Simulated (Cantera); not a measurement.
What does this Cantera script print?

```python
import numpy as np
import cantera as ct

gas_names = """
    C CH CH2 CH3 CH4 CN C2 C2H C2H2,acetylene C2H2,vinylidene C2H3,vinyl CH3CN C2H4 C2H5 C2H6 CCN CNC
    C2N2 C3 C3H3,propargyl C3H4,allene C3H4,propyne C3H4,cyclo- C3H5,allyl C3H6,propylene C3H6,cyclo-
    C3H7,n-propyl C3H7,i-propyl C3H8 C4 C4H2 C4H4,1,3-cyclo- C4H6,butadiene C4H6,2-butyne C4H6,cyclo-
    C4H8,1-butene C4H8,cis2-buten C4H8,tr2-butene C4H8,isobutene C4H8,cyclo- C4H9,n-butyl C4H9,i-butyl
    C4H9,s-butyl C4H9,t-butyl C4H10,isobutane C4H10,n-butane C4N2 C5 C5H6,1,3cyclo- C5H8,cyclo-
    C5H10,1-pentene C5H10,cyclo- C5H11,pentyl C5H11,t-pentyl C5H12,n-pentane C5H12,i-pentane
    CH3C(CH3)2CH3 C6H2 C6H5,phenyl C6H6 C6H10,cyclo- C6H12,1-hexene C6H12,cyclo- C6H13,n-hexyl
    C7H7,benzyl C7H8 C7H14,1-heptene C7H15,n-heptyl C7H16,n-heptane C8H8,styrene C8H10,ethylbenz
    C8H16,1-octene C8H17,n-octyl C8H18,isooctane C8H18,n-octane C9H19,n-nonyl C10H8,naphthale
    C10H21,n-decyl C12H9,o-bipheny C12H10,bipheny H HCN HCCN HNC H2 N NH NH2 NH3 N2 N2H2 N2H4
""".split()
cond_names = """
    C(gr) C6H6(L) C7H8(L) C8H18(L),n-octa
""".split()


def load(file, names, dense=False):
    # The tables refer to 1 bar. Condensed volumes are neglected.
    table = {s.name: s for s in ct.Species.list_from_file(file)}
    out = []
    for n in names:
        d = dict(table[n].input_data)
        d["thermo"] = dict(d["thermo"], **{"reference-pressure": 1e5})
        if dense:
            d["equation-of-state"] = {"model": "constant-volume", "density": "1e6 g/cm^3"}
        out.append(ct.Species.from_dict(d))
    return out


gas = ct.Solution(thermo="ideal-gas", species=load("nasa_gas.yaml", gas_names))
cond = {s.name: ct.Solution(thermo="fixed-stoichiometry", species=[s], name=s.name)
        for s in load("nasa_condensed.yaml", cond_names, dense=True)}
atoms = {
    'C3H6': {'C': 3, 'H': 6},
    'NH3': {'N': 1, 'H': 3},
}
top_T = {'C(gr)': 4500}  # K; cautious upper limits of use, not melting points


def equilibrate(T, P, feed):
    n = {}
    for name, mol in feed.items():
        for a, k in atoms[name].items():
            n[a] = n.get(a, 0.0) + k * mol
    gas.TPX = T, P, n
    mass = sum(n.values()) * gas.mean_molecular_weight
    gas.equilibrate("TP")
    valid = [c for c in cond.values() if c.min_temp <= T <= top_T.get(c.name, c.max_temp)]
    mix = ct.Mixture([(gas, mass / gas.mean_molecular_weight)] + [(c, 0.0) for c in valid])
    mix.T, mix.P = T, P
    mix.equilibrate("TP", solver="vcs", rtol=1e-11, max_steps=5000)
    return mix


results = []
feed = {'C3H6': 1, 'NH3': 0.18}  # mol
T = 1098.15  # K
for P in [10, 160, 2500, 40000, 630000, 10000000]:
    mix = equilibrate(T, P, feed)
    results.append((T, P, feed, dict(zip(mix.species_names, mix.species_moles))))

top = {s: max(r[3][s] / sum(r[3][g] for g in gas_names) for r in results) for s in gas_names}
cols = sorted((s for s in top if top[s] > 0.001), key=lambda s: -top[s])[:9]
seen = [c for c in cond_names if any(r[3].get(c, 0) > 1e-12 for r in results)]
print("log10 of partial pressures in bar; condensed amounts in mol")
print(f"{'P/Pa':>10s}" + "".join(f"{s[:9]:>10s}" for s in cols + seen))
for T, P, feed, n in results:
    ng = sum(n[g] for g in gas_names)
    print(f"{P:10.4g}" + "".join(f"{np.log10(max(n[s] / ng * P / 1e5, 1e-99)):10.3f}" for s in cols)
          + "".join(f"{n.get(c, 0):10.4g}" for c in seen))
```

It prints:

```
log10 of partial pressures in bar; condensed amounts in mol
      P/Pa        H2       CH4        N2       NH3     C(gr)
        10    -4.012    -9.461    -5.572   -12.297         3
       160    -2.808    -7.053    -4.368    -9.889         3
      2500    -1.614    -4.666    -3.174    -7.502     2.997
     4e+04    -0.416    -2.270    -1.964    -5.100     2.955
   6.3e+05     0.711    -0.016    -0.713    -2.783     2.554
     1e+07     1.594     1.751     0.614    -0.795     1.789
```

Cantera equilibrium calculation (NASA polynomials, part measured and part estimated; ideal gas, pure solids and liquids). The ideal-gas law is rough above about 30 bar.
